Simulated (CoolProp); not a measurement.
Computed with CoolProp (reference Helmholtz-energy equation of state, Akasaka 2023).

### Question
For R1336mzz(E), give the phase and the cp (kJ/(kg K)), cv (kJ/(kg K)), expansivity (1/kK) at 136.85 °C and 2.49 MPa.

### Answer
- 136.85 °C and 2.49 MPa: gas; cp 1.47, cv 0.936, expansivity 14.7
